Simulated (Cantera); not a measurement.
Input (Python, Cantera):

```python
import numpy as np
import cantera as ct

surf = ct.Interface("ptcombust.yaml", "Pt_surf")
gas = surf.adjacent["gas"]
gas.TPX = 750, 100000, {'H2': 0.0033, 'O2': 0.014, 'N2': 0.79}
surf.TP = 750, 100000
reactor = ct.FlowReactor(gas, clone=False)
reactor.area = 0.0001  # m2
reactor.surface_area_to_volume_ratio = 260  # 1/m
reactor.mass_flow_rate = 1.4 * reactor.area * gas.density  # inlet velocity 1.4 m/s
reactor.energy_enabled = False
wall = ct.ReactorSurface(surf, reactor, clone=False)
net = ct.ReactorNet([reactor])
net.rtol, net.atol = 1e-8, 1e-16
show, cover = ['H2', 'O2', 'H2O'], ['PT(S)', 'H(S)', 'O(S)', 'OH(S)', 'CO(S)', 'C(S)']

rows = []
print(f"{'z/m':>9s}{'u/(m/s)':>9s}" + "".join(f"{s:>13s}" for s in show + cover))
for z in [0.00018, 0.00039, 0.00085, 0.0018, 0.0039, 0.0085, 0.018]:
    net.advance(z)
    rows.append([reactor.speed, *gas[show].X, *surf[cover].coverages])
    print(f"{z:9.4g}{rows[-1][0]:9.3g}" + "".join(f"{x:13.4e}" for x in rows[-1][1:]))
```

Output:

```
      z/m  u/(m/s)           H2           O2          H2O        PT(S)         H(S)         O(S)        OH(S)        CO(S)         C(S)
  0.00018      1.4   2.7334e-03   1.6675e-02   1.3571e-03   3.0568e-01   8.7372e-08   6.9091e-01   3.4091e-03  -3.2224e-25  -3.5848e-28
  0.00039      1.4   1.9534e-03   1.6291e-02   2.1387e-03   2.2420e-01   5.0128e-08   7.7253e-01   3.2634e-03  -1.0363e-25  -1.2499e-28
  0.00085      1.4   1.1860e-03   1.5913e-02   2.9077e-03   1.4215e-01   2.3242e-08   8.5495e-01   2.8956e-03   4.7542e-26   1.9529e-29
   0.0018      1.4   6.3075e-04   1.5640e-02   3.4640e-03   8.5938e-02   1.0189e-08   9.1164e-01   2.4238e-03  -8.6581e-25  -4.6599e-28
   0.0039      1.4   2.6544e-04   1.5460e-02   3.8301e-03   5.5950e-02   5.0191e-09   9.4201e-01   2.0424e-03   1.8643e-27   2.2479e-30
   0.0085      1.4   6.8152e-05   1.5363e-02   4.0278e-03   4.3826e-02   3.3119e-09   9.5433e-01   1.8455e-03  -1.1794e-27  -1.4091e-30
    0.018      1.4   5.9990e-06   1.5332e-02   4.0901e-03   4.0640e-02   2.9026e-09   9.5757e-01   1.7881e-03  -2.4870e-29  -7.6904e-33
```

Cantera simulation using Deutschmann's 1995 Pt surface mechanism with GRI-Mech 3.0 gas chemistry; the numbers are that mechanism's predictions, not measurements. Catalytic surfaces can have several steady states; this one follows from the mechanism file's or the stated starting coverage. Mass transfer to the wall is taken as infinitely fast.
